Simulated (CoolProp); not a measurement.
n-octane along the isotherm 346.85 °C: Z from the reference equation and from simpler models built on Tc = 295.6 °C, pc = 2.484 MPa, ω = 0.398; each cubic takes its own stable root.

Values from CoolProp's reference Helmholtz-energy equation of state, Beckmüller 2019.

```
p (MPa)          phase  reference  van der Waals  Redlich-Kwong  Soave-Redlich-Kwong  Peng-Robinson
-------  -------------  ---------  -------------  -------------  -------------------  -------------
2.07               gas     0.7522         0.7522         0.7431               0.7685         0.7436
4.14     supercritical     0.4346         0.4250         0.4218               0.5007         0.4698
6.21     supercritical     0.4057         0.5207         0.4563               0.4947         0.4546
8.28     supercritical     0.4799         0.6385         0.5387               0.5681         0.5179
10.3     supercritical     0.5598         0.7543         0.6232               0.6490         0.5895
12.4     supercritical     0.6436         0.8734         0.7108               0.7346         0.6659
14.5     supercritical     0.7269         0.9909         0.7973               0.8199         0.7422
16.6     supercritical     0.8092          1.107         0.8827               0.9043         0.8180
18.6     supercritical     0.8867          1.216         0.9629               0.9838         0.8894
20.7     supercritical     0.9671          1.330          1.046                1.066         0.9637
22.8     supercritical      1.047          1.442          1.128                1.148          1.037
24.8     supercritical      1.121          1.548          1.206                1.225          1.107
```
